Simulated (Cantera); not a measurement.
Feed: 1 mol Si, 0.29 mol N2O, 30 mol H2, at 0.240 bar.

Cantera equilibrium calculation (NASA polynomials, part measured and part estimated; ideal gas, pure solids and liquids). Candidate condensed phases: H2O, Si, SiO2, Si2N2O, Si3N4; 35 gas species. Mutual solubility and eutectic melting of coexisting phases are not modelled. The tables' values for SiN are old estimates; treat these amounts as uncertain. Gases not in the tables: Si2H6 and higher silanes. Kinetics and transport are ignored.

x: gas mole fraction; n: condensed amount in mol.

| T (K) | x H2 | x H | x N2 | x SiO | x Si | x SiH | x SiH2 | n Si(s) | n Si2N2O(s) | n Si(l) |
|---|---|---|---|---|---|---|---|---|---|---|
| 1098 | 1.00 | 5.05e-8 | 5.96e-11 | 3.25e-10 | <1e-12 | 1.35e-12 | 1.25e-9 | 0.420 | 0.290 | 0 |
| 1198 | 1.000 | 3.88e-7 | 5.53e-9 | 7.06e-9 | 5.36e-12 | 3.99e-11 | 1.14e-8 | 0.420 | 0.290 | 0 |
| 1298 | 1.000 | 2.19e-6 | 1.52e-7 | 1.57e-7 | 1.69e-10 | 6.96e-10 | 7.39e-8 | 0.420 | 0.290 | 0 |
| 1398 | 1.000 | 9.66e-6 | 2.39e-6 | 2.40e-6 | 3.25e-9 | 8.01e-9 | 3.66e-7 | 0.420 | 0.290 | 0 |
| 1498 | 1.000 | ___ | ___ | ___ | ___ | ___ | ___ | 0.421 | 0.289 | 0 |
| 1598 | 0.999 | 0.000109 | 0.000201 | 0.000201 | 3.90e-7 | 4.19e-7 | 4.89e-6 | 0.426 | 0.284 | 0 |
| 1698 | 0.997 | 0.000295 | 0.00125 | 0.00125 | 2.74e-6 | 2.08e-6 | 1.39e-5 | 0 | 0.253 | 0.457 |
| 1798 | 0.986 | 0.000713 | 0.00686 | 0.00686 | 1.29e-5 | 7.17e-6 | 2.91e-5 | 0 | 0.0813 | 0.627 |
| 1898 | 0.979 | 0.00158 | 0.00947 | 0.00947 | 5.12e-5 | 2.17e-5 | 5.64e-5 | 0 | 0 | 0.706 |
| 1998 | 0.977 | ___ | 0.00946 | 0.00946 | ___ | ___ | ___ | 0 | 0 | 0.699 |
| 2098 | 0.974 | 0.00620 | 0.00944 | 0.00945 | 0.000544 | 0.000143 | 0.000176 | 0 | 0 | 0.682 |
| 2198 | 0.968 | 0.0112 | 0.00940 | 0.00941 | 0.00151 | 0.000323 | 0.000286 | 0 | 0 | 0.642 |

Problem. Some entries are withheld; supply them.

Solution. 
- 1998, x H: 0.00324
- 1998, x Si: 0.000177
- 1998, x SiH: 5.85e-5
- 1998, x SiH2: 0.000103
- 1498, x H: 3.51e-5
- 1498, x N2: 2.55e-5
- 1498, x SiO: 2.55e-5
- 1498, x Si: 4.18e-8
- 1498, x SiH: 6.63e-8
- 1498, x SiH2: 1.46e-6
